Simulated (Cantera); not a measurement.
**Diamond growth**

A diamond (100) surface in a fixed gas of H2 with x(CH4) = 0.0081, x(CH3) = 2.2e-05, at 1298 K, 0.0510 bar; coverages are run to steady state.

Computed with Cantera and the Harris–Goodwin 1993 mechanism for the reconstructed diamond (100) surface.

```json
[
 {"x(H)": "0.0001", "growth (µm/h)": "0.00659", "θ c6HH": "0.660", "θ c6H*": "0.0286", "θ c6*H": "0.307", "θ c6**": "0.00416"},
 {"x(H)": "0.00025", "growth (µm/h)": "0.0284", "θ c6HH": "0.535", "θ c6H*": "0.0387", "θ c6*H": "0.415", "θ c6**": "0.0115"},
 {"x(H)": "0.00063", "growth (µm/h)": "0.0752", "θ c6HH": "0.452", "θ c6H*": "0.0448", "θ c6*H": "0.480", "θ c6**": "0.0228"},
 {"x(H)": "0.0016", "growth (µm/h)": "0.138", "θ c6HH": "0.409", "θ c6H*": "0.0475", "θ c6*H": "0.509", "θ c6**": "0.0340"},
 {"x(H)": "0.004", "growth (µm/h)": "0.214", "θ c6HH": "0.390", "θ c6H*": "0.0486", "θ c6*H": "0.520", "θ c6**": "0.0412"},
 {"x(H)": "0.01", "growth (µm/h)": "0.331", "θ c6HH": "0.381", "θ c6H*": "0.0490", "θ c6*H": "0.525", "θ c6**": "0.0449"},
 {"x(H)": "0.026", "growth (µm/h)": "0.548", "θ c6HH": "0.378", "θ c6H*": "0.0494", "θ c6*H": "0.526", "θ c6**": "0.0466"},
 {"x(H)": "0.064", "growth (µm/h)": "0.848", "θ c6HH": "0.377", "θ c6H*": "0.0498", "θ c6*H": "0.526", "θ c6**": "0.0474"},
 {"x(H)": "0.16", "growth (µm/h)": "1.17", "θ c6HH": "0.376", "θ c6H*": "0.0508", "θ c6*H": "0.525", "θ c6**": "0.0480"}
]
```
θ: site fractions in the mechanism's names (c6HH fully hydrogenated, c6H* and c6*H radical sites, c6** diradical, c6HM methylated).
